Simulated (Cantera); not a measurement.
A Cantera script and what it prints.

```python
import numpy as np
import cantera as ct

gas_names = """
    F F2 N NF NF2 NF3 N2 Si SiF SiF2 SiF3 SiF4 SiN Si2 Si2N Si3
""".split()
cond_names = """
    Si(cr) Si(L) Si3N4(a)
""".split()


def load(file, names, dense=False):
    # The tables refer to 1 bar. Condensed volumes are neglected.
    table = {s.name: s for s in ct.Species.list_from_file(file)}
    out = []
    for n in names:
        d = dict(table[n].input_data)
        d["thermo"] = dict(d["thermo"], **{"reference-pressure": 1e5})
        if dense:
            d["equation-of-state"] = {"model": "constant-volume", "density": "1e6 g/cm^3"}
        out.append(ct.Species.from_dict(d))
    return out


gas = ct.Solution(thermo="ideal-gas", species=load("nasa_gas.yaml", gas_names))
cond = {s.name: ct.Solution(thermo="fixed-stoichiometry", species=[s], name=s.name)
        for s in load("nasa_condensed.yaml", cond_names, dense=True)}
atoms = {
    'Si': {'Si': 1},
    'NF3': {'N': 1, 'F': 3},
}
top_T = {'Si3N4(a)': 2400}  # K; cautious upper limits of use, not melting points


def equilibrate(T, P, feed):
    n = {}
    for name, mol in feed.items():
        for a, k in atoms[name].items():
            n[a] = n.get(a, 0.0) + k * mol
    gas.TPX = T, P, n
    mass = sum(n.values()) * gas.mean_molecular_weight
    gas.equilibrate("TP")
    valid = [c for c in cond.values() if c.min_temp <= T <= top_T.get(c.name, c.max_temp)]
    mix = ct.Mixture([(gas, mass / gas.mean_molecular_weight)] + [(c, 0.0) for c in valid])
    mix.T, mix.P = T, P
    mix.equilibrate("TP", solver="vcs", rtol=1e-11, max_steps=5000)
    return mix


results = []
P = 1.4  # Pa
for T in [1073, 1123, 1173, 1223, 1273, 1323, 1373, 1423, 1473, 1523]:
    for m in [0.53, 0.82, 1.3, 2, 3.1, 4.7, 7.3]:
        feed = {'Si': 1, 'NF3': m}  # mol
        mix = equilibrate(T, P, feed)
        results.append((T, P, feed, dict(zip(mix.species_names, mix.species_moles))))

for T, P, feed, n in results:
    print(f"{T:7g} {feed['NF3']:10.4g}  " + (" + ".join(c for c in cond_names if n.get(c, 0) > 1e-12) or "gas only"))
```

It prints:

```
   1073       0.53  Si(cr) + Si3N4(a)
   1073       0.82  Si3N4(a)
   1073        1.3  Si3N4(a)
   1073          2  gas only
   1073        3.1  gas only
   1073        4.7  gas only
   1073        7.3  gas only
   1123       0.53  Si(cr) + Si3N4(a)
   1123       0.82  Si3N4(a)
   1123        1.3  Si3N4(a)
   1123          2  gas only
   1123        3.1  gas only
   1123        4.7  gas only
   1123        7.3  gas only
   1173       0.53  Si(cr) + Si3N4(a)
   1173       0.82  Si3N4(a)
   1173        1.3  Si3N4(a)
   1173          2  gas only
   1173        3.1  gas only
   1173        4.7  gas only
   1173        7.3  gas only
   1223       0.53  Si(cr) + Si3N4(a)
   1223       0.82  Si3N4(a)
   1223        1.3  Si3N4(a)
   1223          2  gas only
   1223        3.1  gas only
   1223        4.7  gas only
   1223        7.3  gas only
   1273       0.53  Si(cr) + Si3N4(a)
   1273       0.82  Si3N4(a)
   1273        1.3  gas only
   1273          2  gas only
   1273        3.1  gas only
   1273        4.7  gas only
   1273        7.3  gas only
   1323       0.53  Si(cr) + Si3N4(a)
   1323       0.82  Si3N4(a)
   1323        1.3  gas only
   1323          2  gas only
   1323        3.1  gas only
   1323        4.7  gas only
   1323        7.3  gas only
   1373       0.53  Si(cr) + Si3N4(a)
   1373       0.82  Si3N4(a)
   1373        1.3  gas only
   1373          2  gas only
   1373        3.1  gas only
   1373        4.7  gas only
   1373        7.3  gas only
   1423       0.53  Si(cr)
   1423       0.82  Si(cr)
   1423        1.3  gas only
   1423          2  gas only
   1423        3.1  gas only
   1423        4.7  gas only
   1423        7.3  gas only
   1473       0.53  Si(cr)
   1473       0.82  Si(cr)
   1473        1.3  gas only
   1473          2  gas only
   1473        3.1  gas only
   1473        4.7  gas only
   1473        7.3  gas only
   1523       0.53  Si(cr)
   1523       0.82  Si(cr)
   1523        1.3  gas only
   1523          2  gas only
   1523        3.1  gas only
   1523        4.7  gas only
   1523        7.3  gas only
```

These are equilibrium values from Cantera (NASA tables, ideal gas, pure condensed phases), not measurements of a reactor. Mutual solubility and eutectic melting of coexisting phases are not modelled. The tables' values for SiF2, SiF3 are old estimates.
